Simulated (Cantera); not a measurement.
## Roasting and sulfation: FeS2 + O2

Charge: 1 mol FeS2, 0.31 mol O2, held at 0.0780 bar.

Equilibrium computed with Cantera from the NASA thermochemical tables; the gas is ideal and each condensed phase is pure. Candidate condensed phases: Fe, FeO, FeS, FeSO4, FeS2, Fe2O3, Fe2(SO4)3, Fe3O4, S; 12 gas species. FeS: taken at fixed stoichiometry. Gases not in the tables: S3 to S7. Equilibrium is a limit: real reactors are often held back by kinetics, nucleation or transport.

| T (K) | x S2 | x SO2 | x SO | x S2O | x S | x Fe | n FeS(s) | n FeS(l) |
|---|---|---|---|---|---|---|---|---|
| 1073 | 0.519 | 0.468 | 0.000196 | 0.0125 | 1.05e-7 | <1e-12 | 1.00 | 0 |
| 1123 | 0.519 | 0.468 | 0.000360 | 0.0123 | 3.08e-7 | <1e-12 | 1.00 | 0 |
| 1173 | 0.519 | 0.468 | 0.000626 | 0.0120 | 8.26e-7 | <1e-12 | 1.00 | 0 |
| 1223 | 0.519 | 0.468 | 0.00104 | 0.0118 | 2.05e-6 | 1.72e-12 | 1.00 | 0 |
| 1273 | 0.519 | 0.468 | 0.00166 | 0.0117 | 4.72e-6 | 1.49e-11 | 1.00 | 0 |
| 1323 | 0.519 | 0.467 | 0.00257 | 0.0115 | 1.02e-5 | 1.09e-10 | 1.00 | 0 |
| 1373 | 0.518 | 0.467 | 0.00383 | 0.0113 | 2.10e-5 | 6.87e-10 | 1.00 | 0 |
| 1423 | 0.518 | 0.466 | 0.00556 | 0.0112 | 4.09e-5 | 3.79e-9 | 1.00 | 0 |
| 1473 | 0.517 | 0.464 | 0.00786 | 0.0110 | 7.61e-5 | 1.82e-8 | 0 | 1.00 |
| 1523 | 0.516 | 0.462 | 0.0109 | 0.0109 | 0.000136 | 7.37e-8 | 0 | 1.00 |
| 1573 | 0.514 | 0.460 | 0.0147 | 0.0107 | 0.000234 | 2.72e-7 | 0 | 1.00 |
| 1623 | 0.512 | 0.457 | 0.0194 | 0.0106 | 0.000390 | 9.23e-7 | 0 | 1.000 |
| 1673 | 0.510 | 0.454 | 0.0253 | 0.0104 | 0.000630 | 2.91e-6 | 0 | 1.000 |
x: gas mole fraction; n: condensed amount in mol.

From 1073 K to 1423 K the condensed part is FeS(s). From 1473 K to 1673 K the condensed part is FeS(l).
